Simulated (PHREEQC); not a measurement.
Consider water at 25 °C with 0.017 mol HF, 0.0028 mol H2SiF6, 0.00074 mol H3BO3 and 0.43 mol H2SO4 per kg of water. Closed to the air; pH follows from the charge balance.

Equilibrium calculation in PHREEQC: ion-association model, wateq4f.dat.

Each row changes one thing in this solution. This is a speciation only: nothing precipitates in the calculation.

| case | pH | ionic strength (mol/kgw) | HF (mol/kgw) | BF4- (mol/kgw) | H2F2 (mol/kgw) | H3BO3 (mol/kgw) | SI of Quartz (SiO2) |
|---|---|---|---|---|---|---|---|
| as made | 0.44 | 0.512 | 0.0134 | 0.000662 | 0.000529 | 6.07e-5 | -0.35 |
| H2SiF6 from 0.0028 to 0.0014 mol/kgw | 0.45 | 0.508 | 0.0133 | 0.000660 | 0.000522 | 6.23e-5 | -0.63 |
| H3BO3 from 0.00074 to 0.0037 mol/kgw | 0.44 | 0.513 | 0.00891 | 0.00244 | 0.000233 | 0.00116 | +0.66 |
| H2SiF6 replaced by Na2SiF6 at the same molality | 0.45 | 0.513 | 0.0134 | 0.000663 | 0.000529 | 6.01e-5 | -0.36 |
| 0.056 mol/kgw NaCl added | 0.44 | 0.570 | 0.0134 | 0.000666 | 0.000532 | 5.67e-5 | -0.39 |
| H3BO3 from 0.00074 to 0.00148 mol/kgw | 0.44 | 0.513 | 0.0117 | 0.00124 | 0.000398 | 0.000201 | +0.01 |
| H2SO4 from 0.43 to 0.387 mol/kgw | 0.48 | 0.466 | 0.0134 | 0.000663 | 0.000523 | 5.96e-5 | -0.39 |
| H2SiF6 from 0.0028 to 0.00056 mol/kgw | 0.45 | 0.506 | 0.0133 | 0.000659 | 0.000517 | 6.33e-5 | -1.02 |

Some of these states are supersaturated (in Quartz (slow to form), Chalcedony (slow to form), for instance). SiF6-2 is the database's only silicon fluoride. Real BF4- forms and hydrolyses slowly; the run takes it at equilibrium.
